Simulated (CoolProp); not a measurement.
R245fa along the isotherm 440 K: density (kg/m³) from the reference equation and from simpler models built on Tc = 427.0 K, pc = 36.51 bar, ω = 0.378; each cubic takes its own stable root.

Model: reference Helmholtz-energy equation of state, Akasaka 2015, in CoolProp.

| p (bar) | phase | reference |
|---|---|---|
| 4.21 | gas | 15.99 |
| 8.43 | gas | 33.29 |
| 12.6 | gas | 51.95 |
| 16.9 | gas | 73.24 |
| 21.1 | gas | 96.70 |
| 25.3 | gas | 123.8 |
| 29.5 | gas | 156.2 |
| 33.7 | gas | 197.3 |
| 37.9 | supercritical | 254.9 |
| 42.1 | supercritical | 356.7 |
| 46.3 | supercritical | 571.5 |
| 50.6 | supercritical | 692.1 |
| 54.8 | supercritical | 745.4 |

Problem. How far does each simpler model (ideal gas, van der Waals, Redlich-Kwong, Soave-Redlich-Kwong, Peng-Robinson) lie from the reference over these 13 states: mean and median of the absolute difference, and the worst?

Solution. 
- ideal gas: mean 36.1 %, median 30.8 %, worst -73.2 % at 440 K and 50.6 bar
- van der Waals: mean 7.0 %, median 1.9 %, worst -25.8 % at 440 K and 54.8 bar
- Redlich-Kwong: mean 4.2 %, median 1.2 %, worst -15.3 % at 440 K and 54.8 bar
- Soave-Redlich-Kwong: mean 5.3 %, median 0.5 %, worst -20.5 % at 440 K and 50.6 bar
- Peng-Robinson: mean 4.5 %, median 2.9 %, worst -13.7 % at 440 K and 50.6 bar
